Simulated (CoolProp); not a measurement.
Vapour-liquid equilibrium of acetone (1) + methanol (2) at 0.0465 MPa; x and y are mole fractions of (1).

Computed with CoolProp (multi-fluid Helmholtz-energy mixture model, Lemmon 2006 and de Reuck 1993; pair parameters Bell 2016).

Task: Give the bubble temperature and the first vapour's composition at x = 0.05, 0.35, 0.75. Is there an azeotrope?

Result: x = 0.05: 44.0 °C, y = 0.124; x = 0.35: 37.9 °C, y = 0.501; x = 0.75: 35.1 °C, y = 0.779. y crosses x between x = 0.85 and 0.95: the model has an azeotrope there.

Pair parameters are fitted to limited data, so mixtures are less certain than the pure fluids.
